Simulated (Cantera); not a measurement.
Abatement and gas-phase synthesis: CS₂ + H₂ + N₂

Charge: 1 mol CS₂, 1.9 mol H₂, 4.9 mol N₂, equilibrated at 675 °C and 0.330 bar.

Method: chemical equilibrium by Gibbs-energy minimisation in Cantera with the NASA 1993 tables (ideal gas, pure condensed phases). Candidate condensed phases: C, C₆H₆, C₇H₈, C₈H₁₈, S; 100 gas species. Gases not in the tables: S₃ to S₇. The numbers say what is thermodynamically allowed, not how fast it happens.

```json
{
  "x(N₂)": "0.703",
  "x(H₂S)": "0.239",
  "x(H₂)": "0.0334",
  "x(CS₂)": "0.0214",
  "x(S₂)": "0.00258",
  "x(CH₄)": "6.31e-5",
  "x(SH)": "4.66e-6",
  "x(NH₃)": "1.41e-6",
  "n(C(graphite))": "0.851 mol",
  "gas_amount": "6.966 mol",
  "log10 activity of S(l) (absent)": "-1.75"
}
```
